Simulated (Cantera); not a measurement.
What does this Cantera script print?

```python
import numpy as np
import cantera as ct

gas_names = """
    CL CL2 H HCL H2 Si SiCL SiCL2 SiCL3 SiCL4 SiH SiHCL3 SiH2 SiH2CL2 SiH3 SiH3CL SiH4 Si2 Si3
""".split()
cond_names = """
    Si(cr) Si(L)
""".split()


def load(file, names, dense=False):
    # The tables refer to 1 bar. Condensed volumes are neglected.
    table = {s.name: s for s in ct.Species.list_from_file(file)}
    out = []
    for n in names:
        d = dict(table[n].input_data)
        d["thermo"] = dict(d["thermo"], **{"reference-pressure": 1e5})
        if dense:
            d["equation-of-state"] = {"model": "constant-volume", "density": "1e6 g/cm^3"}
        out.append(ct.Species.from_dict(d))
    return out


gas = ct.Solution(thermo="ideal-gas", species=load("nasa_gas.yaml", gas_names))
cond = {s.name: ct.Solution(thermo="fixed-stoichiometry", species=[s], name=s.name)
        for s in load("nasa_condensed.yaml", cond_names, dense=True)}
atoms = {
    'SiCl4': {'Si': 1, 'CL': 4},
    'Cl2': {'CL': 2},
    'H2': {'H': 2},
}
top_T = {}  # K; cautious upper limits of use, not melting points


def equilibrate(T, P, feed):
    n = {}
    for name, mol in feed.items():
        for a, k in atoms[name].items():
            n[a] = n.get(a, 0.0) + k * mol
    gas.TPX = T, P, n
    mass = sum(n.values()) * gas.mean_molecular_weight
    gas.equilibrate("TP")
    valid = [c for c in cond.values() if c.min_temp <= T <= top_T.get(c.name, c.max_temp)]
    mix = ct.Mixture([(gas, mass / gas.mean_molecular_weight)] + [(c, 0.0) for c in valid])
    mix.T, mix.P = T, P
    mix.equilibrate("TP", solver="vcs", rtol=1e-11, max_steps=5000)
    return mix


results = []
feed = {'SiCl4': 1, 'Cl2': 1.6, 'H2': 3.6}  # mol
T = 675  # K
P = 101325  # Pa
mix = equilibrate(T, P, feed)
results.append((T, P, feed, dict(zip(mix.species_names, mix.species_moles))))
print(gas.report(threshold=0.0001))
for i in range(1, mix.n_phases):
    print(f"{mix.phase(i).name:16s} {mix.phase_moles(i):12.5e} mol")
```

Result:

```
       temperature   675 K
          pressure   1.0133e+05 Pa
           density   0.84617 kg/m^3
  mean mol. weight   46.868 kg/kmol
   phase of matter   gas

                          1 kg             1 kmol
                     ---------------   ---------------
          enthalpy       -2.9712e+06       -1.3925e+08  J
   internal energy       -3.0909e+06       -1.4487e+08  J
           entropy            4975.9        2.3321e+05  J/K
    Gibbs function       -6.3299e+06       -2.9667e+08  J
 heat capacity c_p            887.64             41602  J/K
 heat capacity c_v            710.24             33288  J/K

                      mass frac. Y      mole frac. X     chem. pot. / RT
                     ---------------   ---------------   ---------------
               HCL            0.4015           0.51614           -40.484
                H2          0.013875           0.32257           -17.744
             SiCL4           0.58459           0.16128            -162.7
     [  +16 minor]         3.821e-05        1.3222e-05

Si(cr)            0.00000e+00 mol
```

Cantera equilibrium calculation (NASA polynomials, part measured and part estimated; ideal gas, pure solids and liquids).
